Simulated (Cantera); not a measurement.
Source: NASA polynomial tables (part measured, part estimated), evaluated in Cantera. Values are per mole of reaction as written; species without (g) are pure solids or liquids, kept so even where they would boil at 1 bar. TiC: taken at fixed stoichiometry.

Question: Between 1950 and 2175 K, where is each reaction favourable under standard conditions?
- TiCl4(g) + TiC ⇌ CCl4(g) + 2 Ti

Answer: 
- TiCl4(g) + TiC ⇌ CCl4(g) + 2 Ti: ΔG° is 848 kJ at 1950 K and 841 kJ at 2175 K; it stays positive (K < 1). ΔH° is 913 kJ and ΔS° 33 J/K at 2175 K.
